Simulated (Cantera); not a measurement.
A perfectly stirred reactor is fed with CH4 : H2 : CO2 = 0.01 : 1 : 0.0033 (molar parts), at 2670 Pa; it is held at 1800 K, and followed from long to short residence time.

Cantera simulation using GRI-Mech 3.0 (53 species, 325 reactions); the numbers are that mechanism's predictions, not measurements. GRI-Mech 3.0 stops at C3 and has no aromatics, soot or wall deposition, so with more carbon than oxygen in the feed, carbon stays in small species such as C2H2 where larger ones or solid carbon would form. Radical loss at walls, strong at low pressure, is not modelled.

x: mole fraction; the columns are a selection and need not sum to one.

```tsv
τ (s)	x CH4	x H2	x CO2	x CO	x O
18	…	0.987	6.43e-6	0.00433	4.86e-10
4.0	…	0.986	2.13e-5	0.00357	6.17e-10
0.89	…	0.985	9.02e-5	0.00323	5.92e-10
0.19	…	0.984	0.000427	0.00284	4.25e-10
0.043	0.00925	0.984	0.00164	0.00161	1.28e-10
0.0093	0.00979	0.986	0.00306	0.000200	5.93e-12
0.0020	0.00985	0.987	0.00325	1.00e-5	<1e-12
```

Complete the blanks.


- 18, x CH4: 0.00115
- 4.0, x CH4: 0.00227
- 0.89, x CH4: 0.00430
- 0.19, x CH4: 0.00718
